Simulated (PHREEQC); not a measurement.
Consider water at 47 °C with 0.0069 mol K2CO3, 0.00023 mol Na2SO4 and 4.5e-05 mol MgCl2 per kg of water. Closed to the air; pH follows from the charge balance.

All values are PHREEQC results (ion-association model, phreeqc.dat), not measurements.

Each row changes one thing in this solution. Precipitation was switched off in this run.

```tsv
case	pH	ionic strength (mol/kgw)	Na+ (mol/kgw)	SO4-2 (mol/kgw)	NaSO4- (mol/kgw)
as made	10.50	0.0196	0.000397	0.000213	2.75e-7
MgCl2 from 4.5e-05 to 9e-06 mol/kgw	10.50	0.0196	0.000397	0.000213	2.75e-7
K2CO3 left out	6.67	0.000812	[?]	0.000227	5.20e-7
MgCl2 from 4.5e-05 to 4.5e-06 mol/kgw	10.50	0.0196	0.000397	0.000213	2.76e-7
temperature from 47 to 75 °C	10.08	0.0183	0.000338	[?]	2.57e-7
temperature from 47 to 50 °C	10.45	0.0194	[?]	0.000212	2.74e-7
Na2SO4 from 0.00023 to 0.00115 mol/kgw	10.48	0.0218	0.00200	0.00106	6.74e-6
Na2SO4 from 0.00023 to 4.6e-05 mol/kgw	10.50	0.0191	[?]	4.26e-5	1.11e-8
MgCl2 left out	10.50	0.0196	0.000397	0.000213	2.76e-7
```

### Question
Complete the blanks.

### Answer

- K2CO3 left out, Na+ (mol/kgw): 0.000460
- temperature from 47 to 75 °C, SO4-2 (mol/kgw): 0.000206
- temperature from 47 to 50 °C, Na+ (mol/kgw): 0.000392
- Na2SO4 from 0.00023 to 4.6e-05 mol/kgw, Na+ (mol/kgw): 7.94e-5

At this temperature some constants are extrapolated from 25 °C, and those without enthalpy data are left unchanged.
